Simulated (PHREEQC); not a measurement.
# Leach liquor

Dissolve 0.0019 mol/kgw HCl, 0.004 mol/kgw CuSO4 and 0.0037 mol/kgw Na2SO4 at 5 °C. Closed to the air; pH follows from the charge balance.

Model: ion-association model, phreeqc.dat, run in PHREEQC.

Precipitation was switched off in this run.

Q: Predict the pH, specific conductance, ionic strength.

A: pH 2.87; specific conductance 1200 µS/cm; ionic strength 0.0238 mol/kgw.

Q: In which forms is Cu present?

A: Cu+2 74 %, CuSO4 26 % of the Cu.

Constants without temperature data keep their 25 °C values here.
